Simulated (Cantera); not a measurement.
A diamond (100) surface in a fixed gas of H2 with x(CH4) = 0.015, x(CH3) = 0.00098, at 1050 K, 44.3 Torr; coverages are run to steady state.

Computed with Cantera and the Harris–Goodwin 1993 mechanism for the reconstructed diamond (100) surface.

One state of this run: growth (µm/h) = 27.8; θ c6HH = 0.483; θ c6H* = 0.0198; θ c6*H = 0.354; θ c6** = 0.0108; θ c6HM = 0.0910. θ: site fractions in the mechanism's names (c6HH fully hydrogenated, c6H* and c6*H radical sites, c6** diradical, c6HM methylated).

Question: Which value of x(H) does it belong to?
A. 0.021
B. 0.0001
C. 0.0085
D. 0.0035

Answer: D, 0.0035
